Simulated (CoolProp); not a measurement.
Properties of R123 along the isotherm 226.85 °C.

Model: reference Helmholtz-energy equation of state, Younglove 1994, in CoolProp. It is a modified Benedict-Webb-Rubin equation, recast in Helmholtz form.

```csv
p (MPa),phase,density (kg/m³),expansivity (1/kK),viscosity (µPa s),conductivity (mW/(m K)),fugacity coefficient
4.58,supercritical,280.5,10.45,(withheld),28.2,(withheld)
9.15,supercritical,(withheld),7.313,72.9,41.0,0.4824
13.7,supercritical,940.0,3.927,95.0,45.2,0.3896
18.3,supercritical,1012,(withheld),(withheld),48.8,0.3468
22.9,supercritical,1062,2.364,124,(withheld),0.3262
27.5,supercritical,1101,2.039,136,54.5,0.3176
32,supercritical,1133,1.818,147,56.9,0.3165
36.6,supercritical,1160,1.651,157,59.2,0.3207
```

Problem. Some entries are withheld; supply them.

Solution. 
- 4.58, viscosity (µPa s): 25.3
- 4.58, fugacity coefficient: 0.7052
- 9.15, density (kg/m³): 805.6
- 18.3, expansivity (1/kK): 2.888
- 18.3, viscosity (µPa s): 111
- 22.9, conductivity (mW/(m K)): 51.8

Viscosity comes from a separate model (Tanaka 1996). Thermal conductivity comes from a separate model (Laesecke 1996).
